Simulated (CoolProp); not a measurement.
Vapour-liquid equilibrium of isohexane (1) + benzene (2) at 0.431 MPa; x and y are mole fractions of (1).

Computed with CoolProp (multi-fluid Helmholtz-energy mixture model, Lemmon 2006 and Thol 2012; pair parameters Bell 2016).

```
x     bubble temperature, mixture model (°C)  bubble temperature, Raoult's law (°C)  y, mixture model  y, Raoult's law
----  --------------------------------------  -------------------------------------  ----------------  ---------------
0.05                                   132.8                                  134.4             0.103            0.077
0.15                                   128.2                                  131.9             0.260            0.220
0.25                                   125.0                                  129.5             0.377            0.349
0.35                                   122.5                                  127.1             0.473            0.465
0.45                                   120.5                                  124.9             0.557            0.570
0.55                                   118.9                                  122.8             0.636            0.665
0.65                                   117.5                                  120.7             0.714            0.752
0.75                                   116.4                                  118.7             0.793            0.831
0.85                                   115.4                                  116.8             0.874            0.903
0.95                                   114.5                                  115.0             0.957            0.969
```

The largest gap from Raoult's law is -4.6 K in bubble temperature, at x = 0.35. No azeotrope shows between x = 0.05 and 0.95.

The pair parameters rest on a limited set of measurements; away from them the model extrapolates.
